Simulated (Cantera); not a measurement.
## Equilibrium for thermal oxidation and active oxidation of silicon: Si + H₂O + N₂

Charge: 1 mol Si, 0.05 mol H₂O, 11 mol N₂, held at 52.0 Pa.

Cantera equilibrium calculation (NASA polynomials, part measured and part estimated; ideal gas, pure solids and liquids). Candidate condensed phases: H₂O, Si, SiO₂, Si₂N₂O, Si₃N₄; 35 gas species. Mutual solubility and eutectic melting of coexisting phases are not modelled. The tables' values for SiN are old estimates; treat these amounts as uncertain. Equilibrium is a limit: real reactors are often held back by kinetics, nucleation or transport.

```csv
T (°C),x N₂,x Si,x H,x H₂,x SiO,x Si₂,n Si₂N₂O(s),n Si₃N₄(s),n Si(l)
1227,0.994,4.11e-6,5.33e-5,0.00478,0.000751,1.07e-9,0.0422,0.303,0
1327,0.990,0.000131,0.000163,0.00469,0.00478,2.27e-7,0,0.316,0
1427,0.989,0.00130,0.000423,0.00428,0.00450,5.72e-6,0,0,0.934
1527,0.984,0.00611,0.000990,0.00397,0.00447,3.69e-5,0,0,0.878
1627,0.965,0.0242,0.00202,0.00337,0.00439,0.000195,0,0,0.659
1727,0.913,0.0755,0.00348,0.00238,0.00415,0.000706,0,0,0
1827,0.911,0.0774,0.00527,0.00149,0.00414,0.000304,0,0,0
1927,0.910,0.0779,0.00676,0.000748,0.00414,0.000137,0,0,0
```
x: gas mole fraction; n: condensed amount in mol.

At 1227 °C the condensed part is Si₂N₂O(s) + Si₃N₄(s). At 1327 °C the condensed part is Si₃N₄(s). From 1427 °C to 1627 °C the condensed part is Si(l). From 1727 °C to 1927 °C nothing is condensed. The main Si-bearing gas is SiO at 1227 °C and Si at 1927 °C.
